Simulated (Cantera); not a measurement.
A closed system holds: 1 mol SiH2Cl2, 0.51 mol N2, held at 750 Torr.

Equilibrium computed with Cantera from the NASA thermochemical tables; the gas is ideal and each condensed phase is pure. Candidate condensed phases: NH4Cl, Si, Si3N4; 28 gas species. N2 is the only nitrogen source here; it is nearly inert below about 1500 K, so the nitride shown seldom forms there in practice. The tables' values for SiCl3 are old estimates; treat these amounts as uncertain. Kinetics and transport are ignored. All values below are at 1175 K.

Base state: H2 0.387, HCl 0.376, SiCl4 0.191, N2 0.0403, SiHCl3 0.00463, SiCl3 0.000873, SiCl2 3.91e-5, SiH2Cl2 1.44e-5 (mole fractions); condensed: Si3N4(s).

What changes in the equilibrium state with this change: SiH2Cl2 replaced by SiH4?


```
species          before    after
-------------  --------  -------
H2                0.387    1.000
NH3             1.04e-5  2.45e-8
N2               0.0403  1.29e-8
HCl               0.376        0
SiCl4             0.191        0
SiHCl3          0.00463        0
SiCl3          0.000873        0
SiCl2           3.91e-5        0
SiH2Cl2         1.44e-5        0
Si3N4(s), mol     0.220    0.255
Si(s), mol            0    0.235
```
Mutual solubility and eutectic melting of coexisting phases are not modelled.
